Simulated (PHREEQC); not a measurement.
Dissolve 0.0011 mol/kgw KHF2 at 25 °C. Closed to the air; pH follows from the charge balance.

Model: ion-association model, phreeqc.dat, run in PHREEQC.

- pH = 3.46
- ionic strength = 0.00146 mol/kgw
- specific conductance = 279 µS/cm
- total alkalinity = -1.10 meq/kg

```
species  molality  activity   log γ
-------  --------  --------  ------
F-        0.00146   0.00140  -0.019
K+        0.00110   0.00105  -0.019
HF       0.000732  0.000732   0.000
H+       0.000364  0.000349  -0.018
HF2-      4.10e-6   3.93e-6  -0.019
```

No solid was allowed to form.
